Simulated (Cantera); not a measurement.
An isothermal, constant-pressure homogeneous reactor starts with CH₄ : CO₂ : H₂ = 0.25 : 0.79 : 0.31 (molar parts), at 1375 K and 760 Torr.

Model: GRI-Mech 3.0 (53 species, 325 reactions), integrated in Cantera.

Predict: x(CH₄) at 8.00 s; x(CO₂) at 8.00 s; x(H₂) at 8.00 s; x(CO) at 8.00 s; x(CH₃) at 8.00 s.


```
Quantity                                             Value
----------------  ----------------------------------------
x(CH₄) at 8.00 s     0.112 (gas-phase equilibrium 1.23e-6)
x(CO₂) at 8.00 s       0.342 (gas-phase equilibrium 0.127)
x(H₂) at 8.00 s        0.101 (gas-phase equilibrium 0.273)
x(CO) at 8.00 s        0.209 (gas-phase equilibrium 0.435)
x(CH₃) at 8.00 s  1.51e-5 (gas-phase equilibrium 1.61e-10)
```
